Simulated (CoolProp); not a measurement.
Vapour-liquid equilibrium of chloromethane (R40) (1) + isobutene (2) at 0.375 MPa; x and y are mole fractions of (1).

Values from CoolProp's multi-fluid Helmholtz-energy mixture model, Thol 2014 and Lemmon 2005; pair parameters Bell 2016.

### Question
Give the bubble temperature and the first vapour's composition at x = 0.05, 0.35, 0.95. Is there an azeotrope?

### Answer
x = 0.05: 29.8 °C, y = 0.101; x = 0.35: 20.9 °C, y = 0.503; x = 0.95: 11.5 °C, y = 0.966. No azeotrope shows between x = 0.05 and 0.95.

The pair parameters rest on a limited set of measurements; away from them the model extrapolates.
